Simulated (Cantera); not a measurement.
Feed: 1 mol B, a varied amount of H2O, 39 mol H2, at 1098 K and 1.00 mbar.

Equilibrium computed with Cantera from the NASA thermochemical tables; the gas is ideal and each condensed phase is pure. Candidate condensed phases: B, B2O3, B3O3H3, H2O; 23 gas species. Mutual solubility and eutectic melting of coexisting phases are not modelled. Gases not in the tables: H3BO3. The numbers say what is thermodynamically allowed, not how fast it happens.

Q: Which condensed phases are stable at each of these points (n(H2O) (mol)): 0.085, 0.14, 0.24, 0.39, 0.66, 1.1, 1.8, 3, 5.1, 8.4?

A: 
```tsv
n(H2O) (mol)	condensed phases	B condensed (%)
0.085	B(s) + B2O3(l)	96.5
0.14	B(s) + B2O3(l)	96.5
0.24	B(s) + B2O3(l)	96.5
0.39	B(s) + B2O3(l)	96.5
0.66	B(s) + B2O3(l)	96.4
1.1	B(s) + B2O3(l)	96.4
1.8	B2O3(l)	98.2
3	B2O3(l)	95.8
5.1	B2O3(l)	93.1
8.4	B2O3(l)	90.0
```

From 0.085 mol H2O to 1.1 mol H2O the condensed part is B(s) + B2O3(l). From 1.8 mol H2O to 8.4 mol H2O the condensed part is B2O3(l). The share of B in condensed phases is highest at 1.8 mol H2O (98.2 %) and lowest at 8.4 mol H2O (90.0 %).
